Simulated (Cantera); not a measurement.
Cantera with NASA thermochemical tables; ideal gases at 1 bar, condensed phases pure. Values are per mole of reaction as written; species without (g) are pure solids or liquids, kept so even where they would boil at 1 bar.

Between 2298 and 2898 K, where is each reaction favourable under standard conditions?
- B + 3 F(g) → BF₃(g)


- B + 3 F(g) → BF₃(g): ΔG° is -799 kJ at 2298 K and -629 kJ at 2898 K; it stays negative (K > 1). ΔH° is -1460 kJ and ΔS° -287 J/K at 2898 K.
